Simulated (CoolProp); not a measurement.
A closed Brayton cycle with carbon dioxide: compressor inlet 311.15 K and 8.8 MPa, high pressure 30 MPa, turbine inlet 950 K, compressor efficiency 0.89, turbine efficiency 0.93, recuperator effectiveness 0.95 (on enthalpy, no pinch check). Each further row changes one setting.

The numbers come from the reference Helmholtz-energy equation of state, Span 1996 in CoolProp.

```tsv
case	thermal efficiency (%)	net work (kJ/kg)	compressor to turbine work	compressor exit (K)	turbine exit (K)
as stated	[?]	155	0.19	360.7	785.8
turbine inlet 900 K	43.2	143	0.20	360.7	[?]
compressor inlet 321.15 K	[?]	135	0.30	[?]	785.8
high pressure 25.5 MPa	43.2	138	0.18	[?]	[?]
recuperator effectiveness 0.5	27.0	155	0.19	360.7	785.8
```

Question: Fill in the missing entries.

Answer: 
- as stated, thermal efficiency (%): 44.7
- turbine inlet 900 K, turbine exit (K): 741.5
- compressor inlet 321.15 K, thermal efficiency (%): 43.5
- compressor inlet 321.15 K, compressor exit (K): 412.3
- high pressure 25.5 MPa, compressor exit (K): 353.4
- high pressure 25.5 MPa, turbine exit (K): 806.7
